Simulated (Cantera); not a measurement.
What does this Cantera script print?

```python
import numpy as np
import cantera as ct

surf = ct.Interface("ptcombust.yaml", "Pt_surf")
gas = surf.adjacent["gas"]
gas.TPX = 300, 2200, {'CH4': 0.013, 'O2': 0.052, 'N2': 0.79}
jet = ct.ImpingingJet(gas=gas, width=0.031, surface=surf)
jet.inlet.mdot, jet.inlet.T, jet.inlet.X = 0.046, 300, {'CH4': 0.013, 'O2': 0.052, 'N2': 0.79}
jet.set_refine_criteria(ratio=10, slope=0.2, curve=0.3)
show, cover = ['CH4', 'O2', 'H2O', 'OH', 'CO', 'CO2'], ["PT(S)", "H(S)", "O(S)", "OH(S)", "CO(S)", "C(S)"]

rows = []
print(f"{'Ts/K':>7s}" + "".join(f"{s:>11s}" for s in show + cover) + "   (gas at the wall, coverages)")
for i, Ts in enumerate([900, 950, 1000, 1050, 1100, 1150, 1200, 1250]):
    jet.surface.T = Ts
    if i == 0:
        surf.TP = Ts, 2200
        surf.coverages = "PT(S):0.5, O(S):0.5"
        surf.advance_coverages(1.0)
        jet.set_initial_guess(products="inlet")
    jet.solve(loglevel=0, auto=(i == 0))
    rows.append([*(jet.X[gas.species_index(s), -1] for s in show), *surf[cover].coverages])
    print(f"{Ts:7g}" + "".join(f"{x:11.3e}" for x in rows[-1]))
```

Result:

```
   Ts/K        CH4         O2        H2O         OH         CO        CO2      PT(S)       H(S)       O(S)      OH(S)      CO(S)       C(S)   (gas at the wall, coverages)
    900  1.156e-02  5.310e-02  6.802e-03  2.569e-08  5.870e-06  4.438e-03  3.179e-01  4.371e-08  6.817e-01  3.836e-04  4.475e-06  1.593e-08
    950  1.004e-02  4.987e-02  9.620e-03  8.399e-08  7.202e-06  6.288e-03  3.993e-01  1.039e-07  6.003e-01  3.912e-04  3.468e-06  1.661e-08
   1000  8.641e-03  4.692e-02  1.219e-02  2.338e-07  8.633e-06  7.977e-03  4.795e-01  2.143e-07  5.201e-01  3.736e-04  2.632e-06  1.646e-08
   1050  7.470e-03  4.445e-02  1.433e-02  5.716e-07  1.031e-05  9.391e-03  5.560e-01  3.978e-07  4.437e-01  3.409e-04  2.005e-06  1.597e-08
   1100  6.533e-03  4.248e-02  1.603e-02  1.255e-06  1.240e-05  1.051e-02  6.273e-01  6.824e-07  3.724e-01  3.014e-04  1.559e-06  1.547e-08
   1150  5.810e-03  4.097e-02  1.733e-02  2.519e-06  1.515e-05  1.138e-02  6.918e-01  1.100e-06  3.080e-01  2.604e-04  1.247e-06  1.512e-08
   1200  5.257e-03  3.983e-02  1.830e-02  4.680e-06  1.887e-05  1.202e-02  7.493e-01  1.696e-06  2.505e-01  2.211e-04  1.032e-06  1.505e-08
   1250  4.892e-03  3.908e-02  1.891e-02  8.126e-06  2.419e-05  1.245e-02  7.985e-01  2.502e-06  2.013e-01  1.849e-04  8.898e-07  1.537e-08
```

Computed with Cantera and Deutschmann's 1995 Pt surface mechanism with GRI-Mech 3.0 gas chemistry. Catalytic surfaces can have several steady states; this one follows from the mechanism file's or the stated starting coverage.
